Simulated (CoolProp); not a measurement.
Properties of normal hydrogen along the isotherm -254.15 °C.

The numbers come from the reference Helmholtz-energy equation of state, Leachman 2009 in CoolProp.

```csv
p (MPa),phase,density (kg/m³),expansivity (1/kK),fugacity coefficient
0.0205,gas,0.2672,55.39,0.9796
0.0331,gas,0.4373,57.33,0.9670
0.0535,gas,0.7238,60.96,0.9466
0.0864,liquid,72.37,14.90,0.7161
0.14,liquid,72.44,14.81,0.4461
0.226,liquid,72.54,14.67,0.2806
0.364,liquid,72.71,14.44,0.1785
0.589,liquid,72.97,14.09,0.1147
0.951,liquid,73.37,13.58,0.07569
1.54,liquid,74.00,12.83,0.05176
2.48,liquid,74.93,11.84,0.03776
4.01,liquid,76.30,10.58,0.03023
6.48,liquid,78.23,9.119,0.02813
```
